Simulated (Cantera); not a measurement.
An isothermal, constant-pressure homogeneous reactor starts with H2 : O2 = 0.011 : 1 (molar parts), at 1225 K and 10.00 Torr.

Computed with Cantera and GRI-Mech 3.0 (53 species, 325 reactions). Radical loss at walls, strong at low pressure, is not modelled.

x: mole fraction; the columns are a selection and need not sum to one.

```json
[
 {"t (s)": "0.000300", "x H2": "0.0109", "x O2": "0.989", "x H2O2": "<1e-12", "x HO2": "4.72e-9", "x O": "5.46e-9", "x H2O": "2.01e-9", "x OH": "4.65e-9"},
 {"t (s)": "0.000591", "x H2": "0.0109", "x O2": "0.989", "x H2O2": "2.94e-12", "x HO2": "[?]", "x O": "[?]", "x H2O": "[?]", "x OH": "[?]"},
 {"t (s)": "0.00116", "x H2": "0.0109", "x O2": "0.989", "x H2O2": "1.12e-11", "x HO2": "1.84e-8", "x O": "8.14e-8", "x H2O": "7.36e-8", "x OH": "5.95e-8"},
 {"t (s)": "0.00229", "x H2": "0.0109", "x O2": "0.989", "x H2O2": "4.31e-11", "x HO2": "3.87e-8", "x O": "1.06e-6", "x H2O": "1.16e-6", "x OH": "7.60e-7"},
 {"t (s)": "0.00451", "x H2": "0.0107", "x O2": "0.989", "x H2O2": "5.41e-10", "x HO2": "3.77e-7", "x O": "0.000137", "x H2O": "0.000154", "x OH": "9.68e-5"},
 {"t (s)": "0.00887", "x H2": "0.000435", "x O2": "0.980", "x H2O2": "4.70e-8", "x HO2": "1.23e-6", "x O": "0.00837", "x H2O": "0.00935", "x OH": "0.00148"},
 {"t (s)": "0.0175", "x H2": "[?]", "x O2": "0.980", "x H2O2": "1.92e-8", "x HO2": "8.69e-7", "x O": "0.00890", "x H2O": "0.0102", "x OH": "0.000907"},
 {"t (s)": "0.0344", "x H2": "4.41e-5", "x O2": "0.980", "x H2O2": "1.90e-8", "x HO2": "8.35e-7", "x O": "0.00814", "x H2O": "0.0102", "x OH": "0.000867"},
 {"t (s)": "0.0677", "x H2": "3.75e-5", "x O2": "0.982", "x H2O2": "1.87e-8", "x HO2": "7.76e-7", "x O": "0.00688", "x H2O": "0.0103", "x OH": "0.000801"},
 {"t (s)": "0.133", "x H2": "2.82e-5", "x O2": "0.984", "x H2O2": "1.80e-8", "x HO2": "6.77e-7", "x O": "0.00512", "x H2O": "0.0104", "x OH": "0.000694"},
 {"t (s)": "0.262", "x H2": "1.75e-5", "x O2": "0.986", "x H2O2": "1.64e-8", "x HO2": "5.34e-7", "x O": "0.00315", "x H2O": "0.0106", "x OH": "0.000548"},
 {"t (s)": "0.516", "x H2": "8.63e-6", "x O2": "0.987", "x H2O2": "1.37e-8", "x HO2": "3.66e-7", "x O": "0.00154", "x H2O": "0.0107", "x OH": "0.000386"},
 {"t (s)": "1.02", "x H2": "3.42e-6", "x O2": "0.988", "x H2O2": "9.89e-9", "x HO2": "2.13e-7", "x O": "0.000609", "x H2O": "0.0108", "x OH": "0.000243"},
 {"t (s)": "2.00", "x H2": "1.17e-6", "x O2": "0.989", "x H2O2": "5.94e-9", "x HO2": "1.06e-7", "x O": "0.000208", "x H2O": "0.0109", "x OH": "0.000143"}
]
```

### Question
What belongs in the gaps?

### Answer

- 0.000591, x HO2: 9.31e-9
- 0.000591, x O: 1.72e-8
- 0.000591, x H2O: 1.07e-8
- 0.000591, x OH: 1.34e-8
- 0.0175, x H2: 4.85e-5
